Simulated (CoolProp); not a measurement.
Vapour-liquid equilibrium of propane (1) + isobutane (2) at 214.5 K; x and y are mole fractions of (1).

The numbers come from the multi-fluid Helmholtz-energy mixture model, Lemmon 2009 and Bücker 2006; pair parameters Kunz 2012 in CoolProp.

```csv
x,"bubble pressure, mixture model (MPa)","bubble pressure, Raoult's law (MPa)","y, mixture model","y, Raoult's law"
0.05,…,0.01187,…,0.193
0.15,0.01548,0.01544,…,0.445
0.25,…,0.01902,0.596,0.602
0.35,0.02238,0.02259,…,0.710
0.45,…,0.02617,0.780,0.788
0.55,0.02935,0.02974,0.842,0.847
0.65,0.03293,0.03332,0.890,0.894
0.75,0.03658,0.03689,…,0.932
0.85,…,0.04047,0.962,0.963
0.95,0.04399,0.04405,0.989,0.989
```

Complete the blanks.


- 0.05, bubble pressure, mixture model (MPa): 0.01192
- 0.05, y, mixture model: 0.195
- 0.15, y, mixture model: 0.443
- 0.25, bubble pressure, mixture model (MPa): 0.01894
- 0.35, y, mixture model: 0.702
- 0.45, bubble pressure, mixture model (MPa): 0.02584
- 0.75, y, mixture model: 0.930
- 0.85, bubble pressure, mixture model (MPa): 0.04027

The largest gap from Raoult's law is -1.3 % in bubble pressure, at x = 0.55. No azeotrope shows between x = 0.05 and 0.95.

The pair parameters rest on a limited set of measurements; away from them the model extrapolates. The gap from Raoult's law changes sign with composition, which may be real or a fault of the pair parameters; it wasn't checked against measurements.
